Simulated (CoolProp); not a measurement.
A simple Rankine cycle with trans-2-butene: condensing at 314.15 K, boiler at 1.53 MPa, turbine inlet 523.9 K, turbine efficiency 0.9, pump efficiency 0.8, no recuperator. Each further row changes one setting.

Model: reference Helmholtz-energy equation of state, Lemmon 2005, in CoolProp. It is a short technical equation, of lower accuracy than the large ones.

```csv
case,thermal efficiency (%),net work (kJ/kg),heat in (kJ/kg),turbine exit temperature (K),volume ratio over the turbine
as stated,…,86.7,779,…,3.89
condensing temperature 306.15 K,12.6,…,…,472.1,…
boiler pressure 1.07 MPa,8.5,66.5,786,491.0,2.73
turbine efficiency 0.8,9.9,76.8,779,483.4,…
```

Some entries are withheld; supply them.


- as stated, thermal efficiency (%): 11.1
- as stated, turbine exit temperature (K): 479.0
- condensing temperature 306.15 K, net work (kJ/kg): 101
- condensing temperature 306.15 K, heat in (kJ/kg): 798
- condensing temperature 306.15 K, volume ratio over the turbine: 4.86
- turbine efficiency 0.8, volume ratio over the turbine: 3.93
